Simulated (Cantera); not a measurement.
Cantera with NASA thermochemical tables; ideal gases at 1 bar, condensed phases pure. Values are per mole of reaction as written; species without (g) are pure solids or liquids, kept so even where they would boil at 1 bar. TaC: taken at fixed stoichiometry.

### Question
Between 2248 and 2498 K, where is each reaction favourable under standard conditions?
- 4 TaC + CH3OH(g) = CO(g) + 2 C2H2(g) + 4 Ta

### Answer
- 4 TaC + CH3OH(g) = CO(g) + 2 C2H2(g) + 4 Ta: ΔG° is 320 kJ at 2248 K and 235 kJ at 2498 K; it stays positive (K < 1). ΔH° is 1088 kJ and ΔS° 342 J/K at 2498 K.
